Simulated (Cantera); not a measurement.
Feed: 1 mol Si, 0.012 mol CO2, 62 mol H2, held at 750 Torr.

Equilibrium computed with Cantera from the NASA thermochemical tables; the gas is ideal and each condensed phase is pure. Candidate condensed phases: C, C6H6, C7H8, C8H18, H2O, Si, SiC, SiO2; 123 gas species. Mutual solubility and eutectic melting of coexisting phases are not modelled. The tables hold silica as quartz up to 1696 K and as liquid above; real silica turns to tridymite and cristobalite and melts near 1996 K. Gases not in the tables: Si2H6 and higher silanes. Kinetics and transport are ignored.

Task: Which condensed phases are stable at each of these points (T (K)): 698, 798, 898, 998, 1098, 1198, 1298, 1398, 1498, 1598, 1698?

Result: 
| T (K) | condensed phases | Si condensed (%) |
|---|---|---|
| 698 | Si(s) + SiC(s) + SiO2(α-quartz) | 100.0 |
| 798 | Si(s) + SiC(s) + SiO2(α-quartz) | 100.0 |
| 898 | Si(s) + SiC(s) + SiO2(β-quartz) | 100.0 |
| 998 | Si(s) + SiC(s) + SiO2(β-quartz) | 100.0 |
| 1098 | Si(s) + SiC(s) + SiO2(β-quartz) | 100.0 |
| 1198 | Si(s) + SiC(s) + SiO2(β-quartz) | 100.0 |
| 1298 | Si(s) + SiC(s) + SiO2(β-quartz) | 99.9 |
| 1398 | Si(s) + SiC(s) + SiO2(β-quartz) | 99.6 |
| 1498 | Si(s) + SiC(s) | 97.7 |
| 1598 | Si(s) + SiC(s) | 97.7 |
| 1698 | Si(l) + SiC(s) | 97.6 |

From 698 K to 798 K the condensed part is Si(s) + SiC(s) + SiO2(α-quartz). From 898 K to 1398 K the condensed part is Si(s) + SiC(s) + SiO2(β-quartz). From 1498 K to 1598 K the condensed part is Si(s) + SiC(s). At 1698 K the condensed part is Si(l) + SiC(s).
